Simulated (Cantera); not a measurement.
Input: 1 mol Si, 5.3 mol HCl, 19 mol H2, held at 577 °C and 0.180 bar.

Method: chemical equilibrium by Gibbs-energy minimisation in Cantera with the NASA 1993 tables (ideal gas, pure condensed phases). The numbers say what is thermodynamically allowed, not how fast it happens.

```
species      before     after
----------  -------  --------
H2            0.900     0.966
SiCl4        0.0418    0.0193
SiHCl3      0.00110    0.0115
HCl          0.0569   0.00269
SiH2Cl2     2.53e-6  0.000601
SiCl3       4.88e-6   4.93e-5
Si(s), mol        0     0.348
```
Gas species are given as mole fractions.

Which change was made?
A. HCl from 5.3 to 2.4 mol
B. Si replaced by SiCl4
C. HCl from 5.3 to 0.9 mol
D. temperature from 577 °C to 925 °C

A, HCl from 5.3 to 2.4 mol. The tables' values for SiCl3 are old estimates; treat these amounts as uncertain
